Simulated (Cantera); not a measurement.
An isothermal, constant-pressure homogeneous reactor starts with H₂ : O₂ : N₂ = 0.022 : 1 : 0.98 (molar parts), equivalence ratio 0.011, at 1275 K and 10.00 Torr. Integrator tolerance rtol = 1e-08.

Cantera simulation using GRI-Mech 3.0 (53 species, 325 reactions); the numbers are that mechanism's predictions, not measurements. Radical loss at walls, strong at low pressure, is not modelled.

What does this change do: 0.088 parts H2O added?


```
quantity                                           before                                     after
---------------  ----------------------------------------  ----------------------------------------
x(H₂) at 20.0 s   7.53e-8 (gas-phase equilibrium 7.54e-9)   1.30e-7 (gas-phase equilibrium 3.69e-8)
x(O₂) at 20.0 s       0.497 (gas-phase equilibrium 0.497)       0.476 (gas-phase equilibrium 0.476)
x(H) at 20.0 s   1.74e-8 (gas-phase equilibrium 5.58e-10)   8.11e-9 (gas-phase equilibrium 1.24e-9)
x(OH) at 20.0 s   3.00e-5 (gas-phase equilibrium 9.51e-6)   3.86e-5 (gas-phase equilibrium 2.06e-5)
x(NO) at 20.0 s  1.56e-7 (gas-phase equilibrium 0.000410)  6.68e-8 (gas-phase equilibrium 0.000392)
```
